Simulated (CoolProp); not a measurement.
Vapour-liquid equilibrium of toluene (1) + o-xylene (2) at 0.539 MPa; x and y are mole fractions of (1).

Computed with CoolProp (multi-fluid Helmholtz-energy mixture model, Lemmon 2006 and Zhou 2012; pair parameters Bell 2016).

Question: Give the bubble temperature and the first vapour's composition at x = 0.15, 0.55, 0.85. Is there an azeotrope?

Answer: x = 0.15: 213.8 °C, y = 0.240; x = 0.55: 196.8 °C, y = 0.698; x = 0.85: 186.6 °C, y = 0.915. No azeotrope shows between x = 0.05 and 0.95.

Pair parameters are fitted to limited data, so mixtures are less certain than the pure fluids.
